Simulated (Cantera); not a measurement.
A perfectly stirred reactor is fed with 2.27 % CH₄, 1.34 % CO, 7.79 % O₂, 67.7 % N₂, 20.9 % CO₂, at 1000000 Pa; it is adiabatic with a 800 K inlet, and is followed from long to short residence time, starting on the burning branch (τ in s: 0.14, 0.068, 0.033, 0.017, 0.0082, 0.0041, 0.002, 0.001, 0.00049, 0.00024, 0.00012, 6e-05).

Model: GRI-Mech 3.0 (53 species, 325 reactions), integrated in Cantera.

Question: Predict: blow-out, bracketed by the residence times tried; x(CH₄) at τ = 0.140 s; x(CO) at τ = 0.140 s; x(O₂) at τ = 0.140 s; x(N₂O) at τ = 0.140 s; x(NO) at τ = 0.140 s; x(CH₄) at τ = 2.00 ms; x(CO) at τ = 2.00 ms; x(O₂) at τ = 2.00 ms.

Answer: 
```json
{
  "blow_out_bracketed_by_the_residence_times_tried": "burning at 17.0 ms, out at 8.20 ms",
  "x(CH₄) at τ = 0.140 s": "7.95e-5",
  "x(CO) at τ = 0.140 s": "0.00124",
  "x(O₂) at τ = 0.140 s": "0.0268",
  "x(N₂O) at τ = 0.140 s": "9.47e-7",
  "x(NO) at τ = 0.140 s": "1.27e-7",
  "x(CH₄) at τ = 2.00 ms": "0.0227",
  "x(CO) at τ = 2.00 ms": "0.0134",
  "x(O₂) at τ = 2.00 ms": "0.0779"
}
```
